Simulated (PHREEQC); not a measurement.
Dissolve 0.2 mol/kgw H2SO4 and 0.00077 mol/kgw LiCl at 58 °C and 500 atm. Closed to the air; pH follows from the charge balance.

All values are PHREEQC results (Pitzer model, pitzer.dat), not measurements.

Q: The ionic strength comes out as 0.264 mol/kgw. What activity coefficients do Li+, HSO4-, H+, Cl-, SO4-2 get?

A: Li+ 0.68, HSO4- 0.75, H+ 0.76, Cl- 0.69, SO4-2 0.14. Single-ion values are on the MacInnes scale.

This is a speciation only: nothing precipitates in the calculation. Complexes and solids missing from the database can't appear. Under pressure, the constants of complexes without a molar volume in the database are unreliable. Constants without temperature data keep their 25 °C values here.
